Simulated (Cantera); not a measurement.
A perfectly stirred reactor is fed with CO : H₂ : O₂ : N₂ = 1 : 0.38 : 0.493 : 1.85 (molar parts), at 6450 Torr; it is adiabatic with a 625 K inlet, and is followed from long to short residence time, starting on the burning branch (τ in s: 0.45, 0.19, 0.084, 0.036, 0.016, 0.0069, 0.003, 0.0013, 0.00056, 0.00024, 0.0001, 4.5e-05, 2e-05).

Detailed kinetics in Cantera: GRI-Mech 3.0 (53 species, 325 reactions). The hydrogen kinetics of GRI-Mech 3.0 are dated; newer H2 mechanisms differ, most at raised pressure.

One state of this run: T (K) = 2559; x CO = 0.119; x H₂ = 0.0103; x O₂ = 0.00275; x H₂O₂ = 1.61e-7; x O = 0.000592; x NO = 0.00118. x: mole fraction; the columns are a selection and need not sum to one.

**Question.** Which value of τ (s) does it belong to?
A) 0.45
B) 0.0013
C) 0.00024
D) 0.016

**Answer.** B, 0.0013
